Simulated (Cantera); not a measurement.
A Cantera script and what it prints.

```python
import numpy as np
import cantera as ct

gas_names = """
    H HO2 H2 H2O H2O2 Mg MgH MgO MgOH MgO2H2 Mg2 O OH O2 O3 Si SiH SiH2 SiH3 SiH4 SiO SiO2 Si2 Si3
""".split()
cond_names = """
    H2O(s) H2O(L) Mg(cr) Mg(L) MgO(s) MgO(L) MgO2H2(s) MgSiO3(I) MgSiO3(II) MgSiO3(III) MgSiO3(L)
    Mg2SiO4(s) Mg2SiO4(L) Si(cr) Si(L) SiO2(Lqz) SiO2(hqz) SiO2(L)
""".split()


# ... load() reads the species with a 1 bar reference pressure and builds the phases ...
atoms = {
    'SiO2': {'Si': 1, 'O': 2},
    'MgO': {'Mg': 1, 'O': 1},
    'H2O': {'H': 2, 'O': 1},
}
top_T = {}  # K; cautious upper limits of use, not melting points


# ... equilibrate(T, P, feed) seeds the gas with the atoms and calls Mixture.equilibrate('TP', solver="vcs", rtol=1e-11, max_steps=5000) ...
results = []
feed = {'SiO2': 1, 'MgO': 1.1, 'H2O': 0.33}  # mol
T = 800  # K
P = 1000  # Pa
mix = equilibrate(T, P, feed)
results.append((T, P, feed, dict(zip(mix.species_names, mix.species_moles))))
print(gas.report(threshold=1e-06))
for i in range(1, mix.n_phases):
    print(f"{mix.phase(i).name:16s} {mix.phase_moles(i):12.5e} mol")
```

It prints:

```
       temperature   800 K
          pressure   1000 Pa
           density   0.0027084 kg/m^3
  mean mol. weight   18.015 kg/kmol
   phase of matter   gas

                          1 kg             1 kmol
                     ---------------   ---------------
          enthalpy       -1.2424e+07       -2.2382e+08  J
   internal energy       -1.2793e+07       -2.3047e+08  J
           entropy             14550        2.6211e+05  J/K
    Gibbs function       -2.4064e+07       -4.3351e+08  J
 heat capacity c_p              2150             38733  J/K
 heat capacity c_v            1688.5             30419  J/K

                      mass frac. Y      mole frac. X     chem. pot. / RT
                     ---------------   ---------------   ---------------
               H2O                 1                 1           -65.174
     [  +23 minor]        8.1967e-09        1.2295e-08

Mg(cr)            0.00000e+00 mol
MgO(s)            0.00000e+00 mol
MgO2H2(s)         0.00000e+00 mol
MgSiO3(I)         9.00000e-01 mol
Mg2SiO4(s)        1.00000e-01 mol
Si(cr)            0.00000e+00 mol
SiO2(Lqz)         0.00000e+00 mol
```

Equilibrium computed with Cantera from the NASA thermochemical tables; the gas is ideal and each condensed phase is pure. Condensed phases not in the tables: alloys, solid solutions and most ternary compounds.
